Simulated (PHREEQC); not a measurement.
Buffer: speciation

Dissolve 8 mmol/kgw HF, 0.094 mmol/kgw KOH and 2.2 mmol/kgw NaCl at 25 °C. Closed to the air; pH follows from the charge balance.

Model: ion-association model, wateq4f.dat, run in PHREEQC.

This is a speciation only: nothing precipitates in the calculation.

Problem. Estimate the pH.

Solution. pH 2.71.

Problem. In which forms is F present?

Solution. HF 70 %, F- 26 %, H2F2 2.1 %, HF2- 1.1 % of the F.
